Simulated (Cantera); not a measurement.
# Adiabatic ignition

An adiabatic, constant-pressure homogeneous reactor starts with 9.25 % CH4, 5.83 % CO, 17.9 % O2, 67.1 % N2, at 975 K and 30.0 bar.

Computed with Cantera and GRI-Mech 3.0 (53 species, 325 reactions). The pressure lies above the range GRI-Mech 3.0 was tuned for (to about 10 atm). Below about 1000 K GRI-Mech 3.0 lacks low-temperature oxidation paths.

| t (s) | T (K) | x CH4 | x CO | x O2 | x HCO | x H2O2 | x NO |
|---|---|---|---|---|---|---|---|
| 1.00e-6 | 975 | 0.0925 | 0.0583 | 0.179 | <1e-12 | <1e-12 | <1e-12 |
| 3.03e-6 | 975 | 0.0925 | 0.0583 | 0.179 | <1e-12 | <1e-12 | <1e-12 |
| 9.20e-6 | 975 | 0.0925 | 0.0583 | 0.179 | <1e-12 | 7.53e-12 | <1e-12 |
| 2.79e-5 | 975 | 0.0925 | 0.0583 | 0.179 | <1e-12 | 6.36e-11 | <1e-12 |
| 8.47e-5 | 975 | 0.0925 | 0.0583 | 0.179 | <1e-12 | 4.70e-10 | <1e-12 |
| 0.000257 | 975 | 0.0925 | 0.0583 | 0.179 | <1e-12 | 2.77e-9 | <1e-12 |
| 0.000779 | 975 | 0.0925 | 0.0583 | 0.179 | <1e-12 | 1.30e-8 | <1e-12 |
| 0.00236 | 975 | 0.0925 | 0.0583 | 0.179 | <1e-12 | 3.65e-8 | <1e-12 |
| 0.00717 | 975 | 0.0925 | 0.0583 | 0.179 | <1e-12 | 6.53e-8 | <1e-12 |
| 0.0217 | 976 | 0.0924 | 0.0583 | 0.178 | <1e-12 | 1.46e-7 | <1e-12 |
| 0.0659 | 979 | 0.0922 | 0.0582 | 0.178 | 3.79e-12 | 6.56e-7 | <1e-12 |
| 0.200 | 2682 | 2.06e-12 | 0.0586 | 0.000659 | 2.39e-7 | 2.35e-7 | 0.00160 |
x: mole fraction; the columns are a selection and need not sum to one.

The time of steepest temperature rise is 0.144 s. The temperature at 0.200 s is 2682 K and the equilibrium temperature is 2682 K. The x(CH4) at 0.200 s is 2.06e-12 (gas-phase equilibrium 2.35e-12) and the x(CO) at 0.200 s is 0.0586 (gas-phase equilibrium 0.0586). The x(O2) at 0.200 s is 0.000659 (gas-phase equilibrium 0.000659).
